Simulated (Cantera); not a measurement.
Input (Python, Cantera):

```python
import numpy as np
import cantera as ct

gas = ct.Solution("gri30.yaml")
gas.TPX = 650, 670000, {'CH4': 1, 'C2H6': 0.11, 'O2': 1.59, 'N2': 5.98, 'H2O': 1.9}
flame = ct.FreeFlame(gas, width=0.011)
flame.set_refine_criteria(ratio=3, slope=0.08, curve=0.16)
flame.transport_model = "mixture-averaged"
flame.solve(loglevel=0, auto=True)
flame.transport_model = "multicomponent"
flame.soret_enabled = True
flame.solve(loglevel=0, refine_grid=True)
z, T = flame.grid, flame.T
thick = (T[-1] - T[0]) / np.gradient(T, z).max()
show = ['CH4', 'C2H6', 'O2', 'CH3', 'H2O', 'HCN']
print(f"laminar burning velocity  {flame.velocity[0] * 100:.3f} cm/s")
print(f"burnt temperature         {T[-1]:.1f} K")
print(f"thermal thickness         {thick * 1e3:.4f} mm")
print(f"grid points               {len(z)}")
z0 = z[flame.heat_release_rate.argmax()]
print(f"{'z/mm':>9s}{'T/K':>9s}{'u/(m/s)':>9s}" + "".join(f"{s:>11s}" for s in show))
rows = []
for k in (-3, -2, -1.5, -1, -0.5, -0.25, 0, 0.25, 0.5, 1, 2, 4, 8):
    zz = z0 + k * thick
    rows.append([k * thick, np.interp(zz, z, T), np.interp(zz, z, flame.velocity),
                 *(np.interp(zz, z, flame.X[gas.species_index(s)]) for s in show)])
    print(f"{rows[-1][0] * 1e3:9.3f}{rows[-1][1]:9.1f}{rows[-1][2]:9.3f}" + "".join(f"{x:11.3e}" for x in rows[-1][3:]))
```

Output:

```
laminar burning velocity  18.760 cm/s
burnt temperature         1910.6 K
thermal thickness         0.2933 mm
grid points               124
     z/mm      T/K  u/(m/s)        CH4       C2H6         O2        CH3        H2O        HCN
   -0.880    651.0    0.188  9.417e-02  1.037e-02  1.499e-01  3.357e-11  1.792e-01  6.039e-11
   -0.587    659.5    0.191  9.311e-02  1.034e-02  1.490e-01  2.669e-10  1.792e-01  9.007e-10
   -0.440    683.9    0.199  9.093e-02  1.027e-02  1.470e-01  1.563e-09  1.807e-01  4.523e-09
   -0.293    775.4    0.228  8.428e-02  9.853e-03  1.393e-01  3.707e-08  1.885e-01  2.479e-08
   -0.147   1111.2    0.332  6.184e-02  6.604e-03  1.039e-01  1.846e-05  2.245e-01  1.541e-07
   -0.073   1411.1    0.428  4.035e-02  2.785e-03  6.696e-02  2.552e-04  2.602e-01  3.354e-07
    0.000   1686.0    0.517  2.052e-02  6.385e-04  3.119e-02  6.980e-04  2.929e-01  6.733e-07
    0.073   1835.3    0.566  1.092e-02  1.308e-04  1.192e-02  6.779e-04  3.084e-01  1.187e-06
    0.147   1894.2    0.584  7.602e-03  3.828e-05  4.785e-03  4.643e-04  3.120e-01  1.582e-06
    0.293   1926.2    0.594  5.573e-03  8.785e-06  1.096e-03  2.411e-04  3.107e-01  1.875e-06
    0.587   1932.4    0.597  4.204e-03  2.785e-06  1.115e-04  1.352e-04  3.059e-01  1.993e-06
    1.173   1928.3    0.597  3.015e-03  1.203e-06  2.289e-06  8.642e-05  3.004e-01  1.997e-06
    2.346   1922.1    0.597  1.991e-03  4.795e-07  5.778e-08  5.262e-05  2.958e-01  1.839e-06
```

Model: GRI-Mech 3.0 (53 species, 325 reactions), integrated in Cantera. Burning velocities carry a grid error of a few per cent, more on coarse grids.
